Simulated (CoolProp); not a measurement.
Values from CoolProp's reference Helmholtz-energy equation of state, Thol 2019.

Question: For tetradecamethylhexasiloxane (MD4M), give the phase and the density (kg/m³), speed of sound (m/s), expansivity (1/kK) at 465.1 K and 0.598 MPa.

Answer: 
- 465.1 K and 0.598 MPa: liquid; density 721, speed of sound 511, expansivity 1.50
